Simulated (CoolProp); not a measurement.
Values from CoolProp's reference Helmholtz-energy equation of state, Thol 2015.

Task: For 1,2-dichloroethane, give the phase and the density (kg/m³), cv (kJ/(kg K)), Joule-Thomson coefficient (K/MPa), expansivity (1/kK) at 226.85 °C and 8.71 MPa; 226.85 °C and 11.6 MPa; 226.85 °C and 26.1 MPa.

Result: 
- 226.85 °C and 8.71 MPa: liquid; density 913, cv 1.04, Joule-Thomson coefficient 0.157, expansivity 2.45
- 226.85 °C and 11.6 MPa: liquid; density 928, cv 1.04, Joule-Thomson coefficient 0.0755, expansivity 2.22
- 226.85 °C and 26.1 MPa: liquid; density 981, cv 1.03, Joule-Thomson coefficient -0.134, expansivity 1.61
